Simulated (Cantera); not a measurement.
A perfectly stirred reactor is fed with 90.1 % NH3, 9.91 % H2, at 13000 Pa; it is held at 1750 K, and followed from long to short residence time.

Cantera simulation using the gas-phase N/H chemistry of the illustrative SiF4/NH3 mechanism in the Surface Chemkin manual (1991); the numbers are that mechanism's predictions, not measurements. Walls and surfaces, which speed up NH3 decomposition in real reactors, are not modelled.

x: mole fraction; the columns are a selection and need not sum to one.

```tsv
τ (s)	x NH3	x H2	x NH2	x N2	x H	x N2H2
4.8	0.358	0.499	[?]	0.143	9.57e-5	6.22e-7
1.2	0.642	0.290	[?]	0.0680	4.54e-5	1.46e-6
0.30	0.818	0.160	0.000307	0.0218	2.32e-5	2.17e-6
0.074	0.879	0.115	0.000320	0.00563	1.61e-5	2.40e-6
0.018	0.896	0.103	0.000308	0.00124	1.37e-5	2.23e-6
0.0045	0.900	0.0997	[?]	0.000190	1.07e-5	1.41e-6
0.0011	0.901	0.0992	[?]	6.92e-6	4.66e-6	2.30e-7
```

Question: Complete the blanks.

Answer: 
- 4.8, x NH2: 0.000179
- 1.2, x NH2: 0.000262
- 0.0045, x NH2: 0.000251
- 0.0011, x NH2: 0.000110
